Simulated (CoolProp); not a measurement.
Vapour-liquid equilibrium of R125 (1) + R1234yf (2) at 178 K; x and y are mole fractions of (1).

Model: multi-fluid Helmholtz-energy mixture model, Lemmon 2005 and Lemmon 2022; pair parameters Bell 2023, in CoolProp.

```json
[
 {"x": "0.05", "bubble pressure (MPa)": "___", "y at the bubble point": "___", "dew pressure at overall composition x (MPa)": "0.001579", "liquid density (mol/L)": "___"},
 {"x": "0.125", "bubble pressure (MPa)": "0.001945", "y at the bubble point": "0.313", "dew pressure at overall composition x (MPa)": "0.001669", "liquid density (mol/L)": "12.72"},
 {"x": "0.2", "bubble pressure (MPa)": "0.002192", "y at the bubble point": "0.442", "dew pressure at overall composition x (MPa)": "0.001769", "liquid density (mol/L)": "12.81"},
 {"x": "0.275", "bubble pressure (MPa)": "0.002437", "y at the bubble point": "0.544", "dew pressure at overall composition x (MPa)": "0.001882", "liquid density (mol/L)": "12.90"},
 {"x": "0.35", "bubble pressure (MPa)": "0.002680", "y at the bubble point": "0.628", "dew pressure at overall composition x (MPa)": "0.002010", "liquid density (mol/L)": "12.99"},
 {"x": "0.425", "bubble pressure (MPa)": "0.002921", "y at the bubble point": "0.697", "dew pressure at overall composition x (MPa)": "0.002156", "liquid density (mol/L)": "13.08"},
 {"x": "0.5", "bubble pressure (MPa)": "0.003161", "y at the bubble point": "0.756", "dew pressure at overall composition x (MPa)": "___", "liquid density (mol/L)": "13.18"},
 {"x": "0.575", "bubble pressure (MPa)": "0.003400", "y at the bubble point": "___", "dew pressure at overall composition x (MPa)": "0.002521", "liquid density (mol/L)": "13.28"},
 {"x": "0.65", "bubble pressure (MPa)": "0.003638", "y at the bubble point": "0.851", "dew pressure at overall composition x (MPa)": "___", "liquid density (mol/L)": "13.39"},
 {"x": "0.725", "bubble pressure (MPa)": "0.003876", "y at the bubble point": "___", "dew pressure at overall composition x (MPa)": "0.003030", "liquid density (mol/L)": "13.50"},
 {"x": "0.8", "bubble pressure (MPa)": "0.004114", "y at the bubble point": "0.924", "dew pressure at overall composition x (MPa)": "0.003367", "liquid density (mol/L)": "13.61"},
 {"x": "0.875", "bubble pressure (MPa)": "0.004353", "y at the bubble point": "0.955", "dew pressure at overall composition x (MPa)": "0.003784", "liquid density (mol/L)": "13.73"},
 {"x": "0.95", "bubble pressure (MPa)": "0.004591", "y at the bubble point": "___", "dew pressure at overall composition x (MPa)": "0.004313", "liquid density (mol/L)": "13.85"}
]
```

**Question.** Complete the blanks.

**Answer.** 
- 0.05, bubble pressure (MPa): 0.001694
- 0.05, y at the bubble point: 0.145
- 0.05, liquid density (mol/L): 12.63
- 0.5, dew pressure at overall composition x (MPa): 0.002324
- 0.575, y at the bubble point: 0.807
- 0.65, dew pressure at overall composition x (MPa): 0.002753
- 0.725, y at the bubble point: 0.889
- 0.95, y at the bubble point: 0.983

No azeotrope shows between x = 0.05 and 0.95.

Pair parameters are fitted to limited data, so mixtures are less certain than the pure fluids.
